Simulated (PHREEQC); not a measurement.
# Nickel, zinc or cadmium bath

Make-up at 51 °C: 0.24 mol/kgw CdSO4, 0.16 mol/kgw H3BO3 and 9e-05 mol/kgw FeSO4. Closed to the air; pH follows from the charge balance.

All values are PHREEQC results (ion-association model, phreeqc.dat), not measurements.

This is a speciation only: nothing precipitates in the calculation.

Problem. What pH, ionic strength does the model give?

Solution. pH 5.11; ionic strength 0.400 mol/kgw.

Problem. In which forms is Fe present?

Solution. Fe+2 57 %, FeSO4 43 % of the Fe.

At this temperature some constants are extrapolated from 25 °C, and those without enthalpy data are left unchanged.
